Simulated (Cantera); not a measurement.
# Equilibrium for fluorocarbon and chlorocarbon gases: CH3Cl + CH4 + H2

Input: 1 mol CH3Cl, 0.14 mol CH4, 0.44 mol H2, at 1477 °C and 0.840 bar.

Method: chemical equilibrium by Gibbs-energy minimisation in Cantera with the NASA 1993 tables (ideal gas, pure condensed phases). Candidate condensed phases: C, C6H6, C7H8, C8H18; 91 gas species. Equilibrium is a limit: real reactors are often held back by kinetics, nucleation or transport.

- x(H2) = 0.632
- x(HCl) = 0.368
- x(CH4) = 0.000306
- x(H) = 0.000202
- x(Cl) = 9.05e-5
- x(C2H2 (acetylene)) = 7.26e-5
- x(CH3) = 1.98e-6
- x(C2H4) = 1.29e-6
- n(C(graphite)) = 1.14 mol
- gas amount = 2.720 mol
